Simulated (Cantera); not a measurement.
Input: 1 mol Si2Cl6, 15 mol H2, at 100000 Pa.

These are equilibrium values from Cantera (NASA tables, ideal gas, pure condensed phases), not measurements of a reactor. Candidate condensed phases: Si; 19 gas species. The feed counts by its element totals alone. Gases not in the tables: Si2H6 and higher silanes. Rates play no part.

### Question
Which condensed phases are stable at each of these points (T (°C)): 1400, 1425, 1450, 1475, 1500, 1525, 1550?

### Answer
```
T (°C)  condensed phases  Si condensed (%)
------  ----------------  ----------------
1400               Si(s)              16.0
1425               Si(l)              15.8
1450               Si(l)              16.3
1475               Si(l)              16.9
1500               Si(l)              17.5
1525               Si(l)              18.1
1550               Si(l)              18.8
```

At 1400 °C the condensed part is Si(s). From 1425 °C to 1550 °C the condensed part is Si(l).
